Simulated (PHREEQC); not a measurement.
PHREEQC input (ion-association model, phreeqc.dat):

```
SOLUTION 0
  temp 40
  units mmol/kgw
  pH 7 charge
  Cl 1.45
  Cd 0.72
  Br 15
  K 15
  O(0) 1 O2(g) -0.68
SOLUTION 1-40
  temp 40
  units mmol/kgw
  pH 7 charge
  Cl 1.31
  Zn 0.65
  O(0) 1 O2(g) -0.68
END
EXCHANGE 1-40
  X 0.027
  -equilibrate 1
END
SELECTED_OUTPUT 1
  -reset false
  -pH true
  -pe true
  -ionic_strength true
  -water true
  -step true
  -totals Br Cd Cl K Zn
  -molalities KX ZnX2 CdX2
  -saturation_indices Sylvite Zn(OH)2(e) Cd(OH)2
PRINT
  -reset false
TRANSPORT
  -cells 40
  -shifts 240
  -lengths 0.005
  -time_step 720
  -dispersivities 0.016
  -boundary_conditions flux flux
  -correct_disp true
  -punch_cells 40
  -punch_frequency 8
END
```

Selected output (columns that matter, 20 of 31 rows; pore volumes added in front):

```
pore volumes	pH	mu	Br	Cd	Cl	K	Zn	m_KX	m_ZnX2	m_CdX2	si_Sylvite	si_Zn(OH)2(e)	si_Cd(OH)2
0	5.0122	0.0019528	0	0	0.00131	0	0.00065	0	0.0135	0	-1000	-4.7514	-1000
0.4125	5.0124	0.0022768	0.00021479	5.1001e-24	0.001312	1.4554e-08	0.00075839	2.6275e-08	0.0135	8.0796e-23	-11.739	-4.6904	-27.065
0.6125	5.0116	0.005027	0.0020445	2.1503e-12	0.0013291	2.0449e-05	0.0016716	2.4854e-05	0.013488	1.3358e-11	-8.6082	-4.3892	-15.546
1.0125	5.0052	0.014472	0.0088173	5.3849e-06	0.0013923	0.0015645	0.0043122	0.0011585	0.012912	8.7631e-06	-6.749	-4.068	-9.392
1.2125	5.0061	0.017375	0.011329	2.9355e-05	0.0014157	0.0032993	0.0046883	0.0022889	0.012317	3.8111e-05	-6.4273	-4.0466	-8.7125
1.6125	5.0129	0.019412	0.01388	0.00011371	0.0014396	0.0067644	0.0041591	0.0047109	0.011009	0.00013598	-6.1142	-4.0959	-8.1609
1.8125	5.0167	0.019487	0.014407	0.00015382	0.0014445	0.0081219	0.0037059	0.0058236	0.010397	0.00019127	-6.0333	-4.1387	-8.0308
2.2125	5.0233	0.019101	0.014841	0.0002161	0.0014485	0.010076	0.0028855	0.0077524	0.00932	0.0003038	-5.937	-4.2324	-7.876
2.6125	5.0282	0.01861	0.014959	0.0002609	0.0014496	0.011322	0.0022771	0.0093222	0.0084219	0.000417	-5.8844	-4.323	-7.7849
2.8125	5.0301	0.018395	0.014979	0.00027951	0.0014498	0.011776	0.002042	0.0099962	0.008028	0.00047393	-5.8666	-4.3654	-7.7509
3.2125	5.0331	0.01804	0.014995	0.00031244	0.00145	0.012463	0.0016733	0.011167	0.0073281	0.00058863	-5.8408	-4.4439	-7.6956
3.4125	5.0344	0.017896	0.014997	0.00032747	0.00145	0.012727	0.0015275	0.011677	0.0070149	0.0006464	-5.8313	-4.4803	-7.6723
3.8125	5.0364	0.017659	0.014999	0.00035564	0.00145	0.013146	0.0012909	0.012579	0.0064479	0.00076254	-5.8165	-4.5481	-7.6317
4.2125	5.038	0.017474	0.015	0.00038186	0.00145	0.01346	0.0011079	0.013351	0.0059458	0.00087894	-5.8058	-4.6104	-7.597
4.4125	5.0386	0.017396	0.015	0.00039435	0.00145	0.013589	0.0010312	0.013696	0.0057149	0.000937	-5.8015	-4.6397	-7.5814
4.8125	5.0398	0.017263	0.015	0.00041821	0.00145	0.013803	0.0009004	0.014321	0.0052873	0.0010524	-5.7944	-4.6956	-7.5531
5.0125	5.0403	0.017205	0.015	0.0004296	0.00145	0.013892	0.00084415	0.014604	0.0050886	0.0011095	-5.7914	-4.7223	-7.5401
5.4125	5.0412	0.017104	0.015	0.00045132	0.00145	0.014045	0.00074608	0.015121	0.0047173	0.0012223	-5.7865	-4.7737	-7.5165
5.6125	5.0416	0.01706	0.015	0.00046168	0.00145	0.014111	0.00070307	0.015358	0.0045434	0.0012777	-5.7844	-4.7985	-7.5057
6.0125	5.0423	0.016981	0.015	0.00048137	0.00145	0.014224	0.00062684	0.015794	0.0042164	0.0013864	-5.7808	-4.8465	-7.4858
```

At this temperature some constants are extrapolated from 25 °C, and those without enthalpy data are left unchanged.
